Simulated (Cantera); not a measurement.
A diamond (100) surface in a fixed gas of H2 with x(CH4) = 0.0023, x(H) = 0.04, x(CH3) = 0.00024, 0.0355 atm; coverages are run to steady state.

Cantera simulation using the Harris–Goodwin 1993 mechanism for the reconstructed diamond (100) surface; the numbers are that mechanism's predictions, not measurements.

One state of this run: growth (µm/h) = 3.87; θ c6HH = 0.362; θ c6H* = 0.0523; θ c6*H = 0.533; θ c6** = 0.0519; θ c6HM = 0.000220. θ: site fractions in the mechanism's names (c6HH fully hydrogenated, c6H* and c6*H radical sites, c6** diradical, c6HM methylated).

Problem. Which value of T (K) does it belong to?
A. 1325
B. 1025
C. 1175
D. 1100

Solution. A, 1325
